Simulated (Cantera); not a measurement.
**Equilibrium for aluminium nitride and oxide growth: Al + N2O + H2**

Input: 1 mol Al, 17 mol N2O, 2.1 mol H2, held at 830 Pa.

Equilibrium computed with Cantera from the NASA thermochemical tables; the gas is ideal and each condensed phase is pure. Candidate condensed phases: Al, AlN, Al2O3, H2O; 35 gas species. Rates play no part.

```
T (K)   x N2   x O2   x H2O      x NO      x OH       x O      x H2       x H  n Al2O3(s)
-----  -----  -----  ------  --------  --------  --------  --------  --------  ----------
750    0.659  0.260  0.0814   8.15e-7  5.42e-10    <1e-12    <1e-12    <1e-12       0.500
850    0.659  0.260  0.0814   4.57e-6   1.15e-8  4.15e-12    <1e-12    <1e-12       0.500
950    0.659  0.260  0.0814   1.78e-5   1.30e-7  1.78e-10  3.19e-11    <1e-12       0.500
1050   0.659  0.260  0.0814   5.37e-5   9.19e-7   3.74e-9  6.34e-10  2.24e-12       0.500
1150   0.659  0.260  0.0814  0.000133   4.64e-6   4.65e-8   7.53e-9  7.11e-11       0.500
1250   0.659  0.260  0.0814  0.000287   1.81e-5   3.87e-7   6.05e-8   1.30e-9       0.500
1350   0.659  0.259  0.0814  0.000550   5.78e-5   2.36e-6   3.58e-7   1.56e-8       0.500
1450   0.658  0.259  0.0813  0.000965  0.000157   1.12e-5   1.66e-6   1.34e-7       0.500
1550   0.658  0.259  0.0812   0.00157  0.000375   4.37e-5   6.33e-6   8.70e-7       0.500
1650   0.658  0.258  0.0809   0.00241  0.000805  0.000144   2.05e-5   4.52e-6       0.500
1750   0.657  0.257  0.0805   0.00353   0.00158  0.000416   5.81e-5   1.95e-5       0.500
1850   0.656  0.256  0.0797   0.00493   0.00287   0.00107  0.000147   7.16e-5       0.500
1950   0.654  0.253  0.0783   0.00665   0.00489   0.00249  0.000334  0.000230       0.500
2050   0.651  0.250  0.0760   0.00868   0.00784   0.00534  0.000696  0.000657       0.500
```
x: gas mole fraction; n: condensed amount in mol.

From 750 K to 2050 K the condensed part is Al2O3(s).
